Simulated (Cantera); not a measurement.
A freely propagating, adiabatic, planar premixed flame of 11.9 % CH4, 0.559 % C2H6, 18.4 % O2, 69.1 % N2, unburnt at 500 K and 9.87 atm; mixture-averaged transport, grid criteria slope 0.08 and curve 0.16, no radiation.

Detailed kinetics in Cantera: GRI-Mech 3.0 (53 species, 325 reactions). Burning velocities carry a grid error of a few per cent, more on coarse grids.

x: mole fraction of selected species; z is measured from the peak of heat release.

```
z (mm)   T (K)  u (m/s)     x CH4    x C2H6     x O2       x H    x CH2     x CH3
-------  -----  -------  --------  --------  -------  --------  -------  --------
-0.396     501    0.200     0.118   0.00557    0.184     <1e-8    <1e-8     <1e-8
-0.264     511    0.205     0.117   0.00554    0.182     <1e-8    <1e-8     <1e-8
-0.198     540    0.218     0.114   0.00548    0.179     <1e-8    <1e-8     <1e-8
-0.132     671    0.274     0.105   0.00522    0.168     <1e-8    <1e-8   1.38e-7
-0.0659   1139    0.475    0.0716   0.00364    0.120   2.02e-6    <1e-8   5.17e-5
-0.0330   1530    0.647    0.0427   0.00193   0.0750   4.53e-5  3.43e-7  0.000553
0         1882    0.803    0.0170  0.000407   0.0311  0.000305  8.48e-6   0.00148
0.0330    2056    0.880         ?         ?        ?  0.000560        ?         ?
0.0659    2114    0.905   0.00353   9.62e-6  0.00310  0.000532  8.57e-6  0.000621
0.132     2139    0.916         ?         ?        ?         ?        ?         ?
0.264     2142    0.917   0.00118   3.55e-7  2.64e-5  0.000304  9.76e-7  0.000122
0.527     2139    0.917  0.000574   7.70e-8  6.89e-7  0.000296  4.17e-7   5.55e-5
1.05      2136    0.917  0.000172     <1e-8  4.73e-7  0.000295  1.13e-7   1.61e-5
```

Task: Some entries are withheld; supply them.

Result: 
- 0.0330, x CH4: 0.00642
- 0.0330, x C2H6: 4.64e-5
- 0.0330, x O2: 0.00962
- 0.0330, x CH2: 1.48e-5
- 0.0330, x CH3: 0.00111
- 0.132, x CH4: 0.00203
- 0.132, x C2H6: 1.64e-6
- 0.132, x O2: 0.000487
- 0.132, x H: 0.000379
- 0.132, x CH2: 2.70e-6
- 0.132, x CH3: 0.000267
